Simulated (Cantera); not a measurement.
Charge: 1 mol Fe2O3, 2 mol CH4, 2.9 mol H2, 3 mol CO, at 1998.15 K.

These are equilibrium values from Cantera (NASA tables, ideal gas, pure condensed phases), not measurements of a reactor. Candidate condensed phases: C, C6H6, C7H8, C8H18, Fe, Fe(CO)5, FeO, Fe(OH)2, Fe(OH)3, Fe2O3, Fe3O4, H2O; 114 gas species. Rates play no part.

Question: At 3200 Pa, list the 7 most abundant gas species with their mole fractions, and the condensed phases.

Answer: H2 0.498, CO 0.402, H2O 0.0703, CO2 0.0124, Fe 0.0112, H 0.00633, OH 8.90e-5. Condensed: Fe(l).
